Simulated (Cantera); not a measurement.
Charge: 1 mol Zr, 0.14 mol H2O, 150 mol H2, held at 2325 °C.

Method: chemical equilibrium by Gibbs-energy minimisation in Cantera with the NASA 1993 tables (ideal gas, pure condensed phases). Candidate condensed phases: H2O, Zr, ZrO2; 12 gas species. Condensed phases not in the tables: N, O or C dissolved in the metal. Kinetics and transport are ignored.

Task: At 12.0 Torr, list the 4 most abundant gas species with their mole fractions, and the condensed phases.

Result: H2 0.740, H 0.259, ZrO 0.000807, Zr 0.000495. Condensed: Zr(l).
